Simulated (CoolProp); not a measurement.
Model: reference Helmholtz-energy equation of state, Thol 2015, in CoolProp.

Question: For 1,2-dichloroethane, give the phase and the cp (kJ/(kg K)), cv (kJ/(kg K)), speed of sound (m/s), Joule-Thomson coefficient (K/MPa) at 332.8 K and 7.84 MPa; 343.1 K and 7.84 MPa.

Answer: 
- 332.8 K and 7.84 MPa: liquid; cp 1.32, cv 0.916, speed of sound 1100, Joule-Thomson coefficient -0.375
- 343.1 K and 7.84 MPa: liquid; cp 1.33, cv 0.920, speed of sound 1060, Joule-Thomson coefficient -0.361
